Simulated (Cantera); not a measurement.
## Ignition delay

Mixture: CH4 : C2H6 : C3H8 : O2 : N2 = 1 : 0.25 : 0.24 : 6.91 : 26 (molar parts), equivalence ratio 0.59, at 7500 Torr, adiabatic and at constant volume. Ignition delay is the time to a rise of 400 K.

Computed with Cantera and GRI-Mech 3.0 (53 species, 325 reactions). GRI-Mech 3.0 was tuned for natural gas; its chemistry of propane as a main component is partial and can be far from experiment.

```json
[
 {"T0 (K)": "1025", "delay (ms)": "10.9"},
 {"T0 (K)": "1125", "delay (ms)": "1.91"},
 {"T0 (K)": "1225", "delay (ms)": "0.428"},
 {"T0 (K)": "1325", "delay (ms)": "0.120"},
 {"T0 (K)": "1425", "delay (ms)": "0.0410"},
 {"T0 (K)": "1525", "delay (ms)": "0.0165"},
 {"T0 (K)": "1625", "delay (ms)": "0.00771"},
 {"T0 (K)": "1725", "delay (ms)": "0.00409"},
 {"T0 (K)": "1825", "delay (ms)": "0.00243"},
 {"T0 (K)": "1925", "delay (ms)": "0.00157"}
]
```

```
Quantity                                                 Value
--------------------------------------------------  ----------
apparent activation energy between 1725 and 1925 K  130 kJ/mol
```
